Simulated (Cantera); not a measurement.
A closed system holds: 1 mol AlCl₃, 3.5 mol N₂O, 2.5 mol H₂, at 1000 Pa.

Cantera equilibrium calculation (NASA polynomials, part measured and part estimated; ideal gas, pure solids and liquids). Candidate condensed phases: Al, AlCl₃, AlN, Al₂O₃, H₂O, NH₄Cl; 45 gas species. Equilibrium is a limit: real reactors are often held back by kinetics, nucleation or transport. All values below are at 1700 K.

Base state: N₂ 0.433, HCl 0.336, H₂O 0.141, O₂ 0.0523, Cl 0.0346, NO 0.00107, OH 0.000965, Cl₂ 0.000325 (mole fractions); condensed: Al₂O₃(s).

What changes in the equilibrium state with this change: H₂ from 2.5 to 9 mol?


```json
[
 {"species": "H₂", "before": "0.000124", "after": "0.392"},
 {"species": "N₂", "before": "0.433", "after": "0.250"},
 {"species": "HCl", "before": "0.336", "after": "0.214"},
 {"species": "O₂", "before": "0.0523", "after": "5.34e-9"},
 {"species": "Cl", "before": "0.0346", "after": "0.000391"},
 {"species": "H₂O", "before": "0.141", "after": "0.143"},
 {"species": "ClO", "before": "1.55e-5", "after": "<1e-9"},
 {"species": "Cl₂", "before": "0.000325", "after": "4.14e-8"},
 {"species": "NO", "before": "0.00107", "after": "2.61e-7"},
 {"species": "O", "before": "0.000102", "after": "3.27e-8"},
 {"species": "Al₂O₃(s), mol", "before": "0.500", "after": "0.500"}
]
```
